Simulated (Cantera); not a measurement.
A closed system holds: 1 mol Si, 1.2 mol HCl, 1.9 mol H₂, held at 1700 K and 1.60 bar.

Equilibrium computed with Cantera from the NASA thermochemical tables; the gas is ideal and each condensed phase is pure. Candidate condensed phases: Si; 19 gas species. The tables' values for SiCl₃, SiCl are old estimates; treat these amounts as uncertain. Gases not in the tables: Si₂H₆ and higher silanes. Equilibrium is a limit: real reactors are often held back by kinetics, nucleation or transport.

What is the equilibrium state?


```json
{
  "x(H₂)": "0.749",
  "x(HCl)": "0.137",
  "x(SiCl₂)": "0.0896",
  "x(SiCl₃)": "0.0144",
  "x(SiHCl₃)": "0.00484",
  "x(SiCl₄)": "0.00457",
  "x(SiH₂Cl₂)": "0.000894",
  "x(H)": "0.000101",
  "x(SiH₃Cl)": "5.01e-5",
  "n(Si(l))": "0.652 mol",
  "gas_amount": "3.047 mol"
}
```
